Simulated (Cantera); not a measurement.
Feed: 1 mol SiHCl₃, 0.062 mol HCl, 610 mol H₂, equilibrated at 2325 °C and 100000 Pa.

Cantera equilibrium calculation (NASA polynomials, part measured and part estimated; ideal gas, pure solids and liquids). Candidate condensed phases: Si; 19 gas species. The tables' values for SiCl are old estimates; treat these amounts as uncertain. Gases not in the tables: Si₂H₆ and higher silanes. Equilibrium is a limit: real reactors are often held back by kinetics, nucleation or transport.

Base state: H₂ 0.956, H 0.0373, HCl 0.00475, Si 0.00115, SiH 0.000257, SiH₂ 0.000164, Cl 0.000130, SiCl 1.79e-5 (mole fractions); condensed: gas only.

**Question.** What changes in the equilibrium state with this change: pressure from 100000 Pa to 10000 Pa?

**Answer.** 
```tsv
species	before	after
H₂	0.956	0.881
H	0.0373	0.113
HCl	0.00475	0.00432
Si	0.00115	0.00142
SiH₂	0.000164	1.86e-5
Cl	0.000130	0.000388
SiCl	1.79e-5	6.60e-6
SiH	0.000257	9.62e-5
```

**Question.** What changes in the equilibrium state with this change: temperature from 2325 °C to 1677 °C?

**Answer.** 
```json
[
 {"species": "H₂", "before": "0.956", "after": "0.994"},
 {"species": "HCl", "before": "0.00475", "after": "0.00487"},
 {"species": "H", "before": "0.0373", "after": "0.00114"},
 {"species": "Si", "before": "0.00115", "after": "2.38e-5"},
 {"species": "SiH₂", "before": "0.000164", "after": "7.88e-5"},
 {"species": "Cl", "before": "0.000130", "after": "4.20e-6"},
 {"species": "SiCl₂", "before": "3.84e-6", "after": "6.06e-5"},
 {"species": "Si(l), mol", "before": "0", "after": "0.885"}
]
```

**Question.** What changes in the equilibrium state with this change: temperature from 2325 °C to 650 °C?

**Answer.** 
```
species       before     after
----------  --------  --------
H₂             0.956     0.997
HCl          0.00475   0.00136
SiHCl₃         <1e-9  0.000717
H             0.0373     <1e-9
Si           0.00115     <1e-9
SiCl₄          <1e-9  0.000275
SiH         0.000257     <1e-9
SiH₂Cl₂        <1e-9  0.000183
SiH₂        0.000164     <1e-9
Si(s), mol         0     0.270
```
